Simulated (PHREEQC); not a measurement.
Dissolve 0.054 mol/kgw Cu(NO3)2, 0.00138 mol/kgw HBF4 and 4.4e-05 mol/kgw Na2SO4 at 10 °C. Closed to the air; pH follows from the charge balance.

Model: ion-association model, phreeqc.dat, run in PHREEQC.

Question: The ionic strength comes out as 0.164 mol/kgw. What activity coefficients do Cu+2, HF2-, F-, BF4-, HSO4- get?

Answer: Cu+2 0.35, HF2- 0.76, F- 0.73, BF4- 0.76, HSO4- 0.76.

This is a speciation only: nothing precipitates in the calculation. Complexes and solids missing from the database can't appear. Constants without temperature data keep their 25 °C values here. Real BF4- forms and hydrolyses slowly; the run takes it at equilibrium.
